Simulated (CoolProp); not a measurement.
The numbers come from the reference Helmholtz-energy equation of state, Schroeder 2014 in CoolProp.

Q: For ethanol, give the phase and the Z, cv (kJ/(kg K)), Joule-Thomson coefficient (K/MPa), expansivity (1/kK) at 517.9 K and 1740 kPa.

A: 
- 517.9 K and 1740 kPa: gas; Z 0.914, cv 2.13, Joule-Thomson coefficient 10.1, expansivity 2.91
